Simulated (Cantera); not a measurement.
A freely propagating, adiabatic, planar premixed flame of 54.1 % H2, 9.68 % O2, 36.3 % N2, equivalence ratio 2.8, unburnt at 700 K and 1000000 Pa; mixture-averaged transport, grid criteria slope 0.08 and curve 0.16, no radiation.

Detailed kinetics in Cantera: the H2/O2 subset of GRI-Mech 3.0, which has no nitrogen chemistry. The hydrogen kinetics of GRI-Mech 3.0 are dated; newer H2 mechanisms differ, most at raised pressure. Burning velocities carry a grid error of a few per cent, more on coarse grids.

x: mole fraction of selected species; z is measured from the peak of heat release.

| z (mm) | T (K) | u (m/s) | x H2 | x O2 | x H2O2 | x O | x H | x OH |
|---|---|---|---|---|---|---|---|---|
| -0.0849 | 700 | 9.80 | 0.541 | 0.0968 | <1e-8 | <1e-8 | <1e-8 | <1e-8 |
| -0.0566 | 700 | 9.80 | 0.541 | 0.0968 | <1e-8 | <1e-8 | <1e-8 | <1e-8 |
| -0.0424 | 700 | 9.80 | 0.540 | 0.0968 | <1e-8 | <1e-8 | <1e-8 | <1e-8 |
| -0.0283 | 703 | 9.82 | 0.540 | 0.0969 | (withheld) | 3.23e-8 | 1.07e-7 | <1e-8 |
| -0.0141 | 790 | 10.8 | 0.527 | 0.0968 | (withheld) | 1.89e-5 | 0.000280 | 8.37e-5 |
| -0.00707 | 1063 | 14.1 | 0.494 | 0.0871 | (withheld) | 0.000226 | 0.00429 | 0.000584 |
| 0 | 1416 | 18.5 | 0.440 | 0.0599 | (withheld) | 0.000839 | 0.0174 | 0.00122 |
| 0.00707 | 1665 | 21.6 | 0.393 | 0.0288 | (withheld) | 0.000930 | 0.0313 | 0.00176 |
| 0.0141 | 1798 | 23.2 | 0.370 | 0.0112 | (withheld) | 0.000545 | 0.0371 | 0.00185 |
| 0.0283 | 1908 | 24.5 | 0.361 | 0.00173 | (withheld) | 0.000184 | 0.0349 | 0.00175 |
| 0.0566 | 1992 | 25.5 | 0.365 | 0.000115 | (withheld) | 7.88e-5 | 0.0259 | 0.00147 |
| 0.113 | 2059 | 26.2 | 0.371 | 1.13e-5 | (withheld) | 3.46e-5 | 0.0168 | 0.00106 |
| 0.226 | 2106 | 26.7 | 0.376 | 3.57e-6 | (withheld) | 1.27e-5 | 0.00994 | 0.000675 |

Task: Some entries are withheld; supply them.

Result: 
- -0.0283, x H2O2: 1.54e-7
- -0.0141, x H2O2: 2.61e-5
- -0.00707, x H2O2: 5.90e-5
- 0, x H2O2: 2.07e-5
- 0.00707, x H2O2: 4.22e-6
- 0.0141, x H2O2: 2.02e-6
- 0.0283, x H2O2: 6.40e-7
- 0.0566, x H2O2: 1.94e-7
- 0.113, x H2O2: 8.12e-8
- 0.226, x H2O2: 3.31e-8
